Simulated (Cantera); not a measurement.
Cantera run, input and output.

```python
import numpy as np
import cantera as ct

gas = ct.Solution("h2o2.yaml")
gas.TPX = 473, 310000, {'H2': 1, 'O2': 0.312, 'N2': 1.17}
flame = ct.FreeFlame(gas, width=0.018)
flame.set_refine_criteria(ratio=3, slope=0.08, curve=0.16)
flame.transport_model = "mixture-averaged"
flame.solve(loglevel=0, auto=True)
z, T = flame.grid, flame.T
thick = (T[-1] - T[0]) / np.gradient(T, z).max()
show = ['H2', 'O2', 'H', 'HO2', 'OH', 'O']
print(f"laminar burning velocity  {flame.velocity[0] * 100:.3f} cm/s")
print(f"burnt temperature         {T[-1]:.1f} K")
print(f"thermal thickness         {thick * 1e3:.4f} mm")
print(f"grid points               {len(z)}")
z0 = z[flame.heat_release_rate.argmax()]
print(f"{'z/mm':>9s}{'T/K':>9s}{'u/(m/s)':>9s}" + "".join(f"{s:>11s}" for s in show))
rows = []
for k in (-3, -2, -1.5, -1, -0.5, -0.25, 0, 0.25, 0.5, 1, 2, 4, 8):
    zz = z0 + k * thick
    rows.append([k * thick, np.interp(zz, z, T), np.interp(zz, z, flame.velocity),
                 *(np.interp(zz, z, flame.X[gas.species_index(s)]) for s in show)])
    print(f"{rows[-1][0] * 1e3:9.3f}{rows[-1][1]:9.1f}{rows[-1][2]:9.3f}" + "".join(f"{x:11.3e}" for x in rows[-1][3:]))
```

Result:

```
laminar burning velocity  637.415 cm/s
burnt temperature         2347.3 K
thermal thickness         0.0923 mm
grid points               113
     z/mm      T/K  u/(m/s)         H2         O2          H        HO2         OH          O
   -0.277    473.0    6.374  4.029e-01  1.257e-01  1.395e-15  2.496e-12  3.480e-15  2.555e-13
   -0.185    473.0    6.374  4.029e-01  1.257e-01  5.156e-14  1.064e-10  1.284e-13  9.429e-12
   -0.138    473.0    6.374  4.029e-01  1.257e-01  1.691e-12  4.622e-09  4.046e-12  2.930e-10
   -0.092    473.3    6.375  4.026e-01  1.258e-01  4.178e-10  4.657e-07  5.132e-10  1.495e-08
   -0.046    504.7    6.727  3.950e-01  1.267e-01  3.327e-05  3.267e-04  3.430e-05  5.642e-06
   -0.023    795.4   10.259  3.568e-01  1.202e-01  4.153e-03  5.826e-04  1.133e-03  2.567e-04
    0.000   1249.4   15.620  2.757e-01  8.847e-02  2.657e-02  2.357e-04  2.418e-03  2.398e-03
    0.023   1573.4   19.439  1.943e-01  3.974e-02  5.281e-02  9.463e-05  5.425e-03  4.401e-03
    0.046   1739.3   21.365  1.572e-01  1.394e-02  6.202e-02  3.185e-05  7.251e-03  3.751e-03
    0.092   1887.6   23.004  1.465e-01  3.024e-03  5.662e-02  6.770e-06  8.239e-03  2.548e-03
    0.185   2020.0   24.403  1.516e-01  1.295e-03  4.290e-02  2.946e-06  7.856e-03  1.628e-03
    0.369   2134.5   25.570  1.574e-01  6.789e-04  2.978e-02  1.571e-06  6.526e-03  8.773e-04
    0.739   2223.6   26.455  1.620e-01  3.032e-04  1.922e-02  7.307e-07  4.783e-03  3.953e-04
```

Model: the H2/O2 subset of GRI-Mech 3.0, which has no nitrogen chemistry, integrated in Cantera. The hydrogen kinetics of GRI-Mech 3.0 are dated; newer H2 mechanisms differ, most at raised pressure. Burning velocities carry a grid error of a few per cent, more on coarse grids.
